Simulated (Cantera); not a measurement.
Charge: 1 mol Si, 30 mol HBr, 5.2 mol H₂, equilibrated at 1400 K and 1.30e-5 bar.

Cantera equilibrium calculation (NASA polynomials, part measured and part estimated; ideal gas, pure solids and liquids). Candidate condensed phases: Br₂, Si; 19 gas species. The tables' values for SiBr₃, SiBr are old estimates; treat these amounts as uncertain. The numbers say what is thermodynamically allowed, not how fast it happens.

Base state: HBr 0.510, H₂ 0.260, Br 0.204, SiBr₂ 0.0254, H 0.000687, SiBr₃ 8.99e-5, SiBr 2.18e-5, Br₂ 1.88e-5 (mole fractions); condensed: gas only.

### Question
What changes in the equilibrium state with this change: pressure from 1.30e-5 bar to 0.00133 bar?

### Answer
```csv
species,before,after
HBr,0.510,0.744
H₂,0.260,0.194
Br,0.204,0.0339
SiBr₂,0.0254,0.0241
SiBr₄,8.68e-6,0.00241
SiHBr₃,1.93e-7,2.75e-5
SiBr,2.18e-5,1.21e-6
SiBr₃,8.99e-5,0.00146
```
The tables' values for SiBr₃ are old estimates; treat these amounts as uncertain.
